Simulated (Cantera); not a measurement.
A closed system holds: 1 mol FeCl3, 5.3 mol H2O, 0.1 mol N2, at 1800 K and 75.0 Torr.

Cantera equilibrium calculation (NASA polynomials, part measured and part estimated; ideal gas, pure solids and liquids). Candidate condensed phases: Fe, FeCl2, FeCl3, FeO, Fe(OH)2, Fe(OH)3, Fe2O3, Fe3O4, H2O, NH4Cl; 37 gas species. Equilibrium is a limit: real reactors are often held back by kinetics, nucleation or transport.

Base state: H2O 0.590, HCl 0.316, FeCl2 0.0489, O2 0.0173, N2 0.0141, Cl 0.00992, OH 0.00160, H2 0.000765 (mole fractions); condensed: Fe3O4(s).

Problem. What changes in the equilibrium state with this change: FeCl3 replaced by CaCl2?

Solution. 
```tsv
species	before	after
H2O	0.590	0.713
HCl	0.316	0.217
CaCl2	0	0.0458
FeCl2	0.0489	0
O2	0.0173	0.000970
N2	0.0141	0.0156
FeCl3	0.000119	0
Fe(OH)2	4.70e-5	0
Ca(OH)2	0	1.28e-5
Cl2	9.85e-5	9.09e-6
H2	0.000765	0.00390
Fe3O4(s), mol	0.218	0
CaO(s), mol	0	0.706
```
Condensed phases not in the tables: oxide chlorides. Further candidate phases: Ca, CaCl2, CaO, Ca(OH)2.
